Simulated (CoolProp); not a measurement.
Vapour-liquid equilibrium of toluene (1) + n-decane (2) at 0.135 MPa; x and y are mole fractions of (1).

Values from CoolProp's multi-fluid Helmholtz-energy mixture model, Lemmon 2006 and Lemmon 2006; pair parameters Bell 2016.

```tsv
x	bubble temperature (K)	y at the bubble point	dew temperature at overall composition x (K)	liquid density (mol/L)
0.05	452.8	0.171	457.2	4.310
0.125	444.2	0.378	454.6	4.531
0.2	436.4	0.534	451.7	(withheld)
0.275	429.4	0.648	(withheld)	5.000
0.35	423.4	0.732	445.5	5.250
0.425	418.3	0.794	442.0	(withheld)
0.5	413.8	0.841	438.2	5.792
0.575	410.0	0.878	434.0	6.089
0.65	406.6	(withheld)	429.3	6.409
0.725	403.5	0.932	424.0	6.756
0.8	(withheld)	0.953	417.8	7.134
0.875	398.2	0.972	410.3	7.548
0.95	(withheld)	0.989	401.2	8.006
```

### Question
Some entries are withheld; supply them.

### Answer

- 0.2, liquid density (mol/L): 4.761
- 0.275, dew temperature at overall composition x (K): 448.7
- 0.425, liquid density (mol/L): 5.513
- 0.65, y at the bubble point: 0.907
- 0.8, bubble temperature (K): 400.8
- 0.95, bubble temperature (K): 395.7

No azeotrope shows between x = 0.05 and 0.95.

The pair parameters rest on a limited set of measurements; away from them the model extrapolates. The gap from Raoult's law changes sign with composition, which may be real or a fault of the pair parameters; it wasn't checked against measurements.
